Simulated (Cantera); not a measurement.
Feed: 1 mol C2H4, 0.03 mol O2, 28 mol H2, at 775 K.

Cantera equilibrium calculation (NASA polynomials, part measured and part estimated; ideal gas, pure solids and liquids). Candidate condensed phases: C, C6H6, C7H8, C8H18, H2O; 110 gas species. The ideal-gas law is rough above about 30 bar. Equilibrium is a limit: real reactors are often held back by kinetics, nucleation or transport.

Task: Which condensed phases are stable at each of these points (P (Pa)): 10, 72, 520, 3700, 27000, 190000, 1400000, 10000000?

Result: 
| P (Pa) | condensed phases | C condensed (%) |
|---|---|---|
| 10 | C(graphite) | 96.7 |
| 72 | C(graphite) | 94.9 |
| 520 | C(graphite) | 82.1 |
| 3700 | C(graphite) | 6.2 |
| 27000 | gas only | 0.0 |
| 190000 | gas only | 0.0 |
| 1400000 | gas only | 0.0 |
| 10000000 | gas only | 0.0 |

From 0.0750 Torr to 27.8 Torr the condensed part is C(graphite). From 203 Torr to 75000 Torr nothing is condensed.
